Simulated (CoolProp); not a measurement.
Properties of ethane at several states.

Computed with CoolProp (reference Helmholtz-energy equation of state, Bücker 2006).

```
T (°C)   p (kPa)          phase  cp (kJ/(kg K))  cv (kJ/(kg K))  speed of sound (m/s)  isothermal compressibility (1/MPa)  expansivity (1/kK)
-------  -------  -------------  --------------  --------------  --------------------  ----------------------------------  ------------------
154.85      5120  supercritical           2.579           2.069                 340.4                              0.2199               3.582
258.05      3880            gas           2.813           2.455                 396.6                              0.2662               2.213
-139.65    27000         liquid           2.257           1.489                  1823                           0.0007388               1.620
```
